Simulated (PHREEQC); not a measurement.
A solution holds 62 mmol/kgw H2SO4, 0.46 mmol/kgw Li2SO4 and 0.048 mmol/kgw MnSO4, at 25 °C. Closed to the air; pH follows from the charge balance.

Equilibrium calculation in PHREEQC: ion-association model, phreeqc.dat.

Each row changes one thing in this solution. This is a speciation only: nothing precipitates in the calculation.

```csv
case,pH,ionic strength (mol/kgw),HSO4- (mol/kgw),SO4-2 (mol/kgw),Mn+2 (mol/kgw),LiSO4- (mol/kgw)
as made,1.20,0.0937,0.0469,0.0156,3.38e-5,2.36e-5
MnSO4 from 4.8e-05 to 9.6e-06 mol/kgw,1.20,0.0936,0.0469,0.0156,6.76e-6,2.35e-5
temperature from 25 to 60 °C,1.24,0.0794,0.0541,0.00843,3.40e-5,1.28e-5
diluted 5-fold with water,1.79,0.0249,0.00631,0.00618,7.14e-6,2.73e-6
H2SO4 from 0.062 to 0.124 mol/kgw,0.93,0.168,0.103,0.0219,3.43e-5,2.71e-5
diluted 2-fold with water,1.45,0.0527,0.0205,0.0107,1.70e-5,9.69e-6
0.002 mol/kgw H4SiO4 added,1.20,0.0937,0.0469,0.0156,3.38e-5,2.36e-5
0.084 mol/kgw LiOH added,1.84,0.134,0.0222,0.0359,2.71e-5,0.00434
```

Some of these states are supersaturated (in Quartz (slow to form), Chalcedony (slow to form), for instance). Constants without temperature data keep their 25 °C values here.
